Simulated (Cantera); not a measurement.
What does this Cantera script print?

```python
import numpy as np
import cantera as ct

gas = ct.Solution("gri30.yaml")
gas.TPX = 1050, 350000, {'CH4': 1, 'H2': 1.2, 'O2': 1.62, 'N2': 7.8}
reactor = ct.IdealGasReactor(gas, energy="on", clone=False)
net = ct.ReactorNet([reactor])
net.rtol, net.atol = 1e-08, 1e-16
show = ['CH4', 'H2', 'O2', 'CH2', 'HCO']
times = np.geomspace(6e-06, 0.3, 16)

steps = ct.SolutionArray(gas, extra=["t"])
rows = []
print(f"{'t/s':>10s}{'T/K':>9s}{'P/Pa':>11s}" + "".join(f"{s:>11s}" for s in show))
for t in times:
    while net.time < t:
        t_next = net.step()
        steps.append(gas.state, t=t_next)
    rows.append([np.interp(t, steps.t, y) for y in (steps.T, steps.P, *steps(*show).X.T)])
    print(f"{t:10.3e}{rows[-1][0]:9.1f}{rows[-1][1]:11.4g}" + "".join(f"{x:11.3e}" for x in rows[-1][2:]))
rate = np.gradient(steps.T, steps.t)
print("integrator steps:", len(steps.t))
if steps.T.max() > steps.T[0] + 200:
    print(f"time of steepest temperature rise: {steps.t[rate.argmax()]:.4e} s")
gas.TPX = 1050, 350000, {'CH4': 1, 'H2': 1.2, 'O2': 1.62, 'N2': 7.8}
gas.equilibrate("UV")
print(f"equilibrium (UV): T = {gas.T:.1f} K  " + "  ".join(f"{s} {gas[s].X[0]:.3e}" for s in show))
```

Output:

```
       t/s      T/K       P/Pa        CH4         H2         O2        CH2        HCO
 6.000e-06   1050.0    3.5e+05  8.606e-02  1.033e-01  1.394e-01  8.152e-20  9.585e-20
 1.234e-05   1050.0    3.5e+05  8.606e-02  1.033e-01  1.394e-01  2.369e-19  4.285e-19
 2.539e-05   1050.0    3.5e+05  8.606e-02  1.033e-01  1.394e-01  7.238e-19  1.839e-18
 5.223e-05   1050.0    3.5e+05  8.606e-02  1.033e-01  1.394e-01  2.201e-18  7.635e-18
 1.075e-04   1050.0    3.5e+05  8.606e-02  1.033e-01  1.394e-01  6.335e-18  3.089e-17
 2.210e-04   1050.0    3.5e+05  8.606e-02  1.033e-01  1.394e-01  1.931e-17  1.300e-16
 4.547e-04   1050.0    3.5e+05  8.606e-02  1.033e-01  1.394e-01  1.076e-16  7.964e-16
 9.354e-04   1050.0    3.5e+05  8.606e-02  1.033e-01  1.394e-01  3.428e-15  2.815e-14
 1.924e-03   1064.8  3.547e+05  8.515e-02  1.024e-01  1.382e-01  2.329e-10  1.144e-08
 3.959e-03   2639.0  9.117e+05  5.407e-11  9.615e-02  4.212e-05  3.783e-12  3.249e-07
 8.143e-03   2638.7  9.116e+05  5.431e-11  9.618e-02  4.196e-05  3.791e-12  3.247e-07
 1.675e-02   2638.7  9.116e+05  5.431e-11  9.618e-02  4.196e-05  3.791e-12  3.247e-07
 3.446e-02   2638.7  9.116e+05  5.431e-11  9.618e-02  4.196e-05  3.791e-12  3.247e-07
 7.089e-02   2638.7  9.116e+05  5.431e-11  9.618e-02  4.196e-05  3.791e-12  3.247e-07
 1.458e-01   2638.7  9.116e+05  5.431e-11  9.618e-02  4.196e-05  3.791e-12  3.247e-07
 3.000e-01   2638.7  9.116e+05  5.431e-11  9.618e-02  4.196e-05  3.791e-12  3.247e-07
integrator steps: 2135
time of steepest temperature rise: 2.8252e-03 s
equilibrium (UV): T = 2638.7 K  CH4 6.150e-11  H2 9.618e-02  O2 4.196e-05  CH2 4.173e-12  HCO 3.247e-07
```

Computed with Cantera and GRI-Mech 3.0 (53 species, 325 reactions).
